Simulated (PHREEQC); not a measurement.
4.6 g of hydrous ferric oxide (600 m²/g; 0.2 weak and 0.005 strong sites per Fe, Dzombak-Morel constants, diffuse double layer) in 1 kg of water with 0.3 mol/kgw of an inert sodium salt and 0.00016 mol NaH2PO4, at 25 °C; the pH is set by adding NaOH or the inert anion's acid. O2 is buffered at 0.21 atm. No CO2 enters from the air. Precipitation was switched off in this run.

Base run: PHREEQC, ion-association model, wateq4f.dat. Each further column changes one thing. The table gives surface charge σ (C/m²).

| pH | base | background salt from 0.3 to 0.03 mol/kgw | oxide from 4.6 to 23 g/kgw | 0.02 mol/kgw Ag2SO4 added |
|---|---|---|---|---|
| 3 | 0.362 | 0.345 | 0.367 | 0.092 |
| 3.5 | 0.356 | [?] | 0.362 | 0.092 |
| 4 | 0.341 | [?] | 0.349 | 0.091 |
| 4.5 | 0.311 | 0.212 | 0.319 | [?] |
| 5 | 0.263 | 0.156 | 0.271 | 0.086 |
| 5.5 | 0.206 | 0.109 | 0.212 | [?] |
| 6.5 | 0.102 | 0.046 | 0.106 | 0.054 |
| 7 | 0.063 | [?] | 0.066 | 0.035 |
| 7.5 | 0.031 | 0.012 | 0.033 | 0.012 |
| 8 | 0.003 | 0.001 | 0.005 | [?] |
| 8.5 | -0.024 | [?] | -0.022 | -0.011 |
| 9 | -0.054 | -0.022 | -0.052 | -0.011 |

**Question.** Some entries are withheld; supply them.

**Answer.** 
- 3.5, background salt from 0.3 to 0.03 mol/kgw: 0.317
- 4, background salt from 0.3 to 0.03 mol/kgw: 0.270
- 4.5, 0.02 mol/kgw Ag2SO4 added: 0.090
- 5.5, 0.02 mol/kgw Ag2SO4 added: 0.080
- 7, background salt from 0.3 to 0.03 mol/kgw: 0.026
- 8, 0.02 mol/kgw Ag2SO4 added: -0.006
- 8.5, background salt from 0.3 to 0.03 mol/kgw: -0.009

H3PO4, which wateq4f.dat lacks, is added to it with the constant of phreeqc.dat. The oxide is taken as insoluble; below pH 4 it would dissolve. In at least one series the solution becomes supersaturated in solids that the run did not let form, among them Ag2O, Ag3PO4. The database has no phosphate complexes of Ag.
